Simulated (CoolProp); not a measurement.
Vapour-liquid equilibrium of C2F6 (R116) (1) + propane (2) at 0.391 MPa; x and y are mole fractions of (1).

Model: multi-fluid Helmholtz-energy mixture model, Lemmon 2006 and Lemmon 2009; pair parameters Bell 2016, in CoolProp.

**Question.** Give the bubble temperature and the first vapour's composition at x = 0.05, 0.2, 0.65. Is there an azeotrope?

**Answer.** x = 0.05: 248.5 K, y = 0.471; x = 0.2: 230.9 K, y = 0.753; x = 0.65: 226.6 K, y = 0.821. No azeotrope shows between x = 0.05 and 0.95.

The pair parameters rest on a limited set of measurements; away from them the model extrapolates. With so large a gap from Raoult's law the liquid may split in two, which this calculation doesn't test in full.
